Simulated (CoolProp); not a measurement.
Vapour-liquid equilibrium of diethyl ether (1) + acetone (2) at 0.0317 MPa; x and y are mole fractions of (1).

Values from CoolProp's multi-fluid Helmholtz-energy mixture model, Thol 2014 and Lemmon 2006; pair parameters Bell 2016.

| x | bubble temperature, mixture model (K) | bubble temperature, Raoult's law (K) | y, mixture model | y, Raoult's law |
|---|---|---|---|---|
| 0.05 | 296.0 | 297.4 | 0.160 | 0.109 |
| 0.15 | 291.1 | 294.6 | 0.390 | 0.295 |
| 0.25 | 287.4 | 292.1 | 0.538 | 0.444 |
| 0.35 | 284.8 | 289.8 | 0.637 | 0.567 |
| 0.45 | 282.8 | 287.6 | 0.706 | 0.668 |
| 0.55 | 281.4 | 285.7 | 0.758 | 0.752 |
| 0.65 | 280.4 | 283.9 | 0.802 | 0.823 |
| 0.75 | 279.6 | 282.2 | 0.844 | 0.883 |
| 0.85 | 279.0 | 280.7 | 0.891 | 0.935 |
| 0.95 | 278.6 | 279.2 | 0.956 | 0.980 |

The largest gap from Raoult's law is -5.0 K in bubble temperature, at x = 0.35. No azeotrope shows between x = 0.05 and 0.95.

Pair parameters are fitted to limited data, so mixtures are less certain than the pure fluids.
